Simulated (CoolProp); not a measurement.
Vapour-liquid equilibrium of R22 (1) + c-C4F8 (RC318) (2) at 0.215 MPa; x and y are mole fractions of (1).

Computed with CoolProp (multi-fluid Helmholtz-energy mixture model, Kamei 1995 and Platzer 1990; pair parameters Bell 2016). This equation is an older, rougher fit; its heat capacities, sound speeds and derivatives of the liquid may be far off and weren't checked against measurements.

```csv
x,"bubble temperature, mixture model (°C)","bubble temperature, Raoult's law (°C)","y, mixture model","y, Raoult's law"
0.05,11.5,10.3,0.122,0.160
0.15,4.3,4.3,0.403,0.399
0.25,-4.1,-0.8,0.631,0.564
0.35,-11.3,-5.2,0.767,0.683
0.45,-16.1,-8.9,0.838,0.771
0.55,-18.9,-12.2,0.875,0.838
0.65,-20.5,-15.2,0.896,0.889
0.75,-21.5,-17.8,0.912,0.930
0.85,-22.3,-20.2,0.931,0.962
0.95,-23.1,-22.4,0.967,0.989
```

The largest gap from Raoult's law is -7.2 K in bubble temperature, at x = 0.45. No azeotrope shows between x = 0.05 and 0.95.

The pair parameters rest on a limited set of measurements; away from them the model extrapolates. The gap from Raoult's law changes sign with composition, which may be real or a fault of the pair parameters; it wasn't checked against measurements.
